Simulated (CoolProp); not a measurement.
Values from CoolProp's reference Helmholtz-energy equation of state, Guder 2009.

Question: For sulfur hexafluoride, give the phase and the Joule-Thomson coefficient (K/MPa), Prandtl number at 483 K and 1.19 bar; 331.6 K and 1.16 bar.

Answer: 
- 483 K and 1.19 bar: gas; Joule-Thomson coefficient 2.67, Prandtl number 0.758
- 331.6 K and 1.16 bar: gas; Joule-Thomson coefficient 6.97, Prandtl number 0.775

Viscosity comes from a separate model (Quiñones-Cisneros 2012). Thermal conductivity comes from a separate model (Assael 2012).
